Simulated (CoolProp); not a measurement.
200 sccm (0 °C, 1 atm) of nitrogen bubbles through liquid cyclohexane at 327.7 K and leaves saturated at a total pressure of 0.15 MPa (ideal gas phase). Each further row changes one setting.

Model: reference Helmholtz-energy equation of state, Zhou 2014, in CoolProp.

```csv
case,vapour pressure (kPa),mole fraction of vapour,delivery (mg/min),delivery (sccm),change of delivery for a bath 1 K warmer (%)
as stated,42.8,0.286,300,___,5.2
bath temperature 332.7 K,51.1,___,388,___,___
total pressure 0.3 MPa,42.8,0.143,___,___,4.3
```

**Question.** Complete the blanks.

**Answer.** 
- as stated, delivery (sccm): 80.0
- bath temperature 332.7 K, mole fraction of vapour: 0.341
- bath temperature 332.7 K, delivery (sccm): 103
- bath temperature 332.7 K, change of delivery for a bath 1 K warmer (%): 5.4
- total pressure 0.3 MPa, delivery (mg/min): 125
- total pressure 0.3 MPa, delivery (sccm): 33.3
